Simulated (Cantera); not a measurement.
Charge: 1 mol PbS, 7.7 mol H2, 3.2 mol N2, at 0.0100 bar.

These are equilibrium values from Cantera (NASA tables, ideal gas, pure condensed phases), not measurements of a reactor. Candidate condensed phases: Pb, PbS, S; 18 gas species. Gases not in the tables: S3 to S7. Equilibrium is a limit: real reactors are often held back by kinetics, nucleation or transport.

x: gas mole fraction; nothing condenses.

```json
[
 {"T (K)": "1150", "x H2": "0.631", "x N2": "0.269", "x PbS": "0.0681", "x Pb": "0.0160", "x H2S": "0.0158", "x S2": "5.77e-5"},
 {"T (K)": "1200", "x H2": "0.630", "x N2": "0.269", "x PbS": "0.0667", "x Pb": "0.0173", "x H2S": "0.0170", "x S2": "0.000146"},
 {"T (K)": "1250", "x H2": "0.629", "x N2": "0.269", "x PbS": "0.0653", "x Pb": "0.0187", "x H2S": "0.0179", "x S2": "0.000338"},
 {"T (K)": "1300", "x H2": "0.628", "x N2": "0.269", "x PbS": "0.0638", "x Pb": "0.0202", "x H2S": "0.0186", "x S2": "0.000715"},
 {"T (K)": "1350", "x H2": "0.627", "x N2": "0.268", "x PbS": "0.0619", "x Pb": "0.0220", "x H2S": "0.0190", "x S2": "0.00138"},
 {"T (K)": "1400", "x H2": "0.626", "x N2": "0.268", "x PbS": "0.0597", "x Pb": "___", "x H2S": "0.0189", "x S2": "___"},
 {"T (K)": "1450", "x H2": "0.626", "x N2": "0.268", "x PbS": "0.0569", "x Pb": "0.0267", "x H2S": "0.0183", "x S2": "0.00391"},
 {"T (K)": "1500", "x H2": "0.625", "x N2": "0.267", "x PbS": "0.0537", "x Pb": "___", "x H2S": "0.0172", "x S2": "___"},
 {"T (K)": "1550", "x H2": "0.625", "x N2": "0.267", "x PbS": "0.0501", "x Pb": "0.0332", "x H2S": "0.0159", "x S2": "0.00789"},
 {"T (K)": "1600", "x H2": "0.624", "x N2": "0.266", "x PbS": "0.0462", "x Pb": "0.0369", "x H2S": "0.0145", "x S2": "0.0102"},
 {"T (K)": "1650", "x H2": "0.623", "x N2": "0.265", "x PbS": "0.0420", "x Pb": "0.0408", "x H2S": "0.0131", "x S2": "0.0125"},
 {"T (K)": "1700", "x H2": "0.622", "x N2": "0.264", "x PbS": "0.0378", "x Pb": "0.0447", "x H2S": "0.0117", "x S2": "0.0148"},
 {"T (K)": "1750", "x H2": "0.621", "x N2": "0.263", "x PbS": "0.0337", "x Pb": "0.0486", "x H2S": "0.0104", "x S2": "0.0169"}
]
```

Problem. Fill in the missing entries.

Solution. 
- 1500, x Pb: 0.0298
- 1500, x S2: 0.00576
- 1400, x Pb: 0.0241
- 1400, x S2: 0.00243
